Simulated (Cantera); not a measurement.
Cantera run:

```python
import numpy as np
import cantera as ct

gas_names = """
    H HNO HNO2 HNO3 HO2 H2 H2O H2O2 H2S H2SO4 N NH NH2 NH3 NH2OH NO NO2 NO3 N2 N2H2 N2H4 N2O O OH O2 O3
    S SH SN SO SO2 SO3 S2 S2O S8
""".split()
cond_names = """
    H2O(s) H2O(L) H2SO4(L) S(cr1) S(cr2) S(L)
""".split()


# ... load() reads the species with a 1 bar reference pressure and builds the phases ...
atoms = {
    'H2O': {'H': 2, 'O': 1},
    'SO2': {'S': 1, 'O': 2},
    'N2': {'N': 2},
}
top_T = {}  # K; cautious upper limits of use, not melting points


# ... equilibrate(T, P, feed) seeds the gas with the atoms and calls Mixture.equilibrate('TP', solver="vcs", rtol=1e-11, max_steps=5000) ...
results = []
feed = {'H2O': 1, 'SO2': 0.17, 'N2': 1.2}  # mol
P = 1333.22  # Pa
for T in [1323, 1398, 1473, 1548, 1623, 1698, 1773, 1848, 1923, 1998]:
    mix = equilibrate(T, P, feed)
    results.append((T, P, feed, dict(zip(mix.species_names, mix.species_moles))))

top = {s: max(r[3][s] / sum(r[3][g] for g in gas_names) for r in results) for s in gas_names}
cols = sorted((s for s in top if top[s] > 1e-05), key=lambda s: -top[s])[:5]
seen = [c for c in cond_names if any(r[3].get(c, 0) > 1e-12 for r in results)]
print("log10 of partial pressures in bar; condensed amounts in mol")
print(f"{'T/K':>10s}" + "".join(f"{s[:9]:>10s}" for s in cols + seen))
for T, P, feed, n in results:
    ng = sum(n[g] for g in gas_names)
    print(f"{T:10.4g}" + "".join(f"{np.log10(max(n[s] / ng * P / 1e5, 1e-99)):10.3f}" for s in cols)
          + "".join(f"{n.get(c, 0):10.4g}" for c in seen))
```

It prints:

```
log10 of partial pressures in bar; condensed amounts in mol
       T/K        N2       H2O       SO2        H2        O2
      1323    -2.171    -2.250    -3.019    -5.966    -6.342
      1398    -2.171    -2.250    -3.019    -5.618    -5.981
      1473    -2.171    -2.250    -3.020    -5.302    -5.662
      1548    -2.171    -2.251    -3.020    -5.016    -5.376
      1623    -2.171    -2.252    -3.020    -4.755    -5.118
      1698    -2.171    -2.253    -3.021    -4.518    -4.882
      1773    -2.172    -2.255    -3.022    -4.301    -4.667
      1848    -2.173    -2.259    -3.024    -4.103    -4.470
      1923    -2.174    -2.264    -3.027    -3.922    -4.289
      1998    -2.175    -2.271    -3.031    -3.756    -4.123
```

These are equilibrium values from Cantera (NASA tables, ideal gas, pure condensed phases), not measurements of a reactor.
